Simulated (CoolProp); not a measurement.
A single-stage vapour-compression cycle with R143a: evaporating at 193.15 K (dew point), condensing at 230.15 K (bubble point), superheat 8 K, subcooling 2 K, compressor efficiency 0.6, no pressure losses. Each further row changes one setting.

The numbers come from the reference Helmholtz-energy equation of state, Lemmon and Jacobsen 2000 in CoolProp.

```json
[
 {"case": "as stated", "cooling COP": "2.71", "pressure ratio": "7.85", "discharge temperature (K)": "296.0", "refrigerating effect (kJ/kg)": "209", "volumetric capacity (kJ/m³)": "167"},
 {"case": "evaporating temperature 198.15 K", "cooling COP": "?", "pressure ratio": "5.63", "discharge temperature (K)": "286.3", "refrigerating effect (kJ/kg)": "212", "volumetric capacity (kJ/m³)": "231"},
 {"case": "condensing temperature 225.15 K", "cooling COP": "?", "pressure ratio": "?", "discharge temperature (K)": "?", "refrigerating effect (kJ/kg)": "215", "volumetric capacity (kJ/m³)": "172"},
 {"case": "subcooling 7 K", "cooling COP": "?", "pressure ratio": "7.85", "discharge temperature (K)": "296.0", "refrigerating effect (kJ/kg)": "215", "volumetric capacity (kJ/m³)": "172"},
 {"case": "superheat 18 K", "cooling COP": "2.68", "pressure ratio": "7.85", "discharge temperature (K)": "?", "refrigerating effect (kJ/kg)": "?", "volumetric capacity (kJ/m³)": "164"},
 {"case": "compressor efficiency 0.5", "cooling COP": "2.26", "pressure ratio": "7.85", "discharge temperature (K)": "312.0", "refrigerating effect (kJ/kg)": "209", "volumetric capacity (kJ/m³)": "167"}
]
```

Fill in the missing entries.


- evaporating temperature 198.15 K, cooling COP: 3.29
- condensing temperature 225.15 K, cooling COP: 3.20
- condensing temperature 225.15 K, pressure ratio: 6.22
- condensing temperature 225.15 K, discharge temperature (K): 285.2
- subcooling 7 K, cooling COP: 2.80
- superheat 18 K, discharge temperature (K): 307.7
- superheat 18 K, refrigerating effect (kJ/kg): 216
